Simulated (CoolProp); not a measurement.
Vapour-liquid equilibrium of carbon dioxide (1) + R134a (2) at 229.8 K; x and y are mole fractions of (1).

Model: multi-fluid Helmholtz-energy mixture model, Span 1996 and Tillner-Roth 1994; pair parameters Bell 2016, in CoolProp.

**Question.** Give the bubble pressure and the first vapour's composition at x = 0.05, 0.2, 0.65. Is there an azeotrope?

**Answer.** x = 0.05: 0.07694 MPa, y = 0.464; x = 0.2: 0.1983 MPa, y = 0.820; x = 0.65: 0.5901 MPa, y = 0.969. No azeotrope shows between x = 0.05 and 0.95.

The pair parameters rest on a limited set of measurements; away from them the model extrapolates.
